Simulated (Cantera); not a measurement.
A closed system holds: 1 mol Zr, 0.27 mol N2O, 9.5 mol H2, at 3.90 Pa.

These are equilibrium values from Cantera (NASA tables, ideal gas, pure condensed phases), not measurements of a reactor. Candidate condensed phases: H2O, Zr, ZrN, ZrO2; 28 gas species. Mutual solubility and eutectic melting of coexisting phases are not modelled. ZrN: taken at fixed stoichiometry. Condensed phases not in the tables: solid solutions among these carbides, nitrides and lower oxides, N, O or C dissolved in the metal. Equilibrium is a limit: real reactors are often held back by kinetics, nucleation or transport.

Problem. What share of the Zr ends up in condensed phases as a function of T (°C), at 1625, 1725, 1825, 1925, 2025, 2125, 2225?

Solution. 
```
T (°C)  Zr condensed (%)                                 as
------  ----------------  ---------------------------------
1625                99.8  Zr(β) + ZrN(s) + ZrO2(tetragonal)
1725                98.6  Zr(β) + ZrN(s) + ZrO2(tetragonal)
1825                90.8  Zr(β) + ZrN(s) + ZrO2(tetragonal)
1925                70.9                     Zr(l) + ZrN(s)
2025                63.2                     Zr(l) + ZrN(s)
2125                33.7                     Zr(l) + ZrN(s)
2225                 0.0                                  -
```
